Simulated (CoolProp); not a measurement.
Vapour-liquid equilibrium of R152A (1) + R227EA (2) at 1240 kPa; x and y are mole fractions of (1).

Values from CoolProp's multi-fluid Helmholtz-energy mixture model, Outcalt 1996 and Lemmon 2016; pair parameters Bell 2016.

```tsv
x	bubble temperature, mixture model (K)	bubble temperature, Raoult's law (K)	y, mixture model	y, Raoult's law
0.05	___	334.8	0.055	0.063
0.15	334.3	333.7	0.168	0.184
0.25	333.2	332.6	___	0.299
0.35	___	331.5	___	0.408
0.45	330.8	330.5	0.501	0.511
0.55	329.5	329.5	___	0.610
0.65	328.3	328.5	___	0.704
0.75	327.3	327.5	0.784	0.794
0.85	326.3	326.6	___	0.879
0.95	325.6	325.7	0.956	0.961
```

Q: Some entries are withheld; supply them.

A: 
- 0.05, bubble temperature, mixture model (K): 335.1
- 0.25, y, mixture model: 0.283
- 0.35, bubble temperature, mixture model (K): 332.0
- 0.35, y, mixture model: 0.395
- 0.55, y, mixture model: 0.602
- 0.65, y, mixture model: 0.696
- 0.85, y, mixture model: 0.870

The largest gap from Raoult's law is +0.6 K in bubble temperature, at x = 0.25. No azeotrope shows between x = 0.05 and 0.95.

The pair parameters rest on a limited set of measurements; away from them the model extrapolates. The gap from Raoult's law changes sign with composition, which may be real or a fault of the pair parameters; it wasn't checked against measurements.
